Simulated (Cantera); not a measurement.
Input: 1 mol B2O3, 0.057 mol H2O, held at 240 Pa.

These are equilibrium values from Cantera (NASA tables, ideal gas, pure condensed phases), not measurements of a reactor. Candidate condensed phases: B, B2O3, B3O3H3, H2O; 23 gas species. The numbers say what is thermodynamically allowed, not how fast it happens. All values below are at 2223 K.

Base state: B2O3 0.803, HBO2 0.0892, BO2 0.0509, BO 0.0433, H 0.00521, H2 0.00158, B2O2 0.00156, O 0.00154 (mole fractions); condensed: gas only.

**Question.** What changes in the equilibrium state with this change: pressure from 240 Pa to 560 Pa?

**Answer.** 
```tsv
species	before	after
B2O3	0.803	0.833
HBO2	0.0892	0.0933
BO2	0.0509	0.0357
BO	0.0433	0.0275
O	0.00154	0.000729
O2	0.000582	0.000304
H	0.00521	0.00333
OH	0.000676	0.000477
B2O2	0.00156	0.00146
```
